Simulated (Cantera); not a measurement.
Charge: 1 mol HgO, 0.2 mol H₂, at 1 atm.

These are equilibrium values from Cantera (NASA tables, ideal gas, pure condensed phases), not measurements of a reactor. Candidate condensed phases: H₂O, Hg, HgO; 10 gas species. Rates play no part.

log p: log10 of the partial pressure in bar; n: condensed amount in mol.

| T (K) | log p H₂O | log p Hg | log p O₂ | log p OH | n Hg(l) | n HgO(s) |
|---|---|---|---|---|---|---|
| 525 | -0.04 | -0.99 | -6.81 | <-11 | 0.177 | 0.800 |
| 625 | -0.30 | -0.30 | -3.46 | <-11 | 0 | 0.800 |
| 725 | -0.90 | -0.20 | -0.60 | ? | 0 | 0 |
| 825 | -0.90 | -0.20 | -0.60 | ? | 0 | 0 |
| 925 | -0.90 | -0.20 | -0.60 | ? | 0 | 0 |
| 1025 | -0.90 | -0.20 | -0.60 | ? | 0 | 0 |
| 1125 | -0.90 | -0.20 | -0.60 | ? | 0 | 0 |
| 1225 | -0.90 | -0.20 | -0.60 | ? | 0 | 0 |
| 1325 | -0.90 | -0.20 | -0.60 | ? | 0 | 0 |
| 1425 | -0.90 | -0.20 | -0.60 | ? | 0 | 0 |

Problem. Some entries are withheld; supply them.

Solution. 
- 725, log p OH: -10.08
- 825, log p OH: -8.67
- 925, log p OH: -7.56
- 1025, log p OH: -6.66
- 1125, log p OH: -5.92
- 1225, log p OH: -5.31
- 1325, log p OH: -4.78
- 1425, log p OH: -4.33
